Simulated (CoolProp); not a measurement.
Vapour-liquid equilibrium of R125 (1) + isobutane (2) at 579 kPa; x and y are mole fractions of (1).

Model: multi-fluid Helmholtz-energy mixture model, Lemmon 2005 and Bücker 2006; pair parameters Bell 2016, in CoolProp.

| x | bubble temperature, mixture model (K) | bubble temperature, Raoult's law (K) | y, mixture model | y, Raoult's law |
|---|---|---|---|---|
| 0.05 | 304.2 | 311.5 | 0.282 | 0.167 |
| 0.2 | 283.5 | 299.6 | 0.643 | 0.495 |
| 0.35 | 275.5 | 290.8 | 0.751 | 0.684 |
| 0.5 | 272.1 | 284.0 | 0.797 | 0.804 |
| 0.65 | 270.4 | 278.4 | 0.829 | 0.886 |
| 0.8 | 269.1 | 273.8 | 0.868 | 0.945 |
| 0.95 | 268.4 | 269.8 | 0.949 | 0.988 |

The largest gap from Raoult's law is -16.1 K in bubble temperature, at x = 0.2. y crosses x between x = 0.8 and 0.95: the model has an azeotrope there.

Pair parameters are fitted to limited data, so mixtures are less certain than the pure fluids. With so large a gap from Raoult's law the liquid may split in two, which this calculation doesn't test in full.
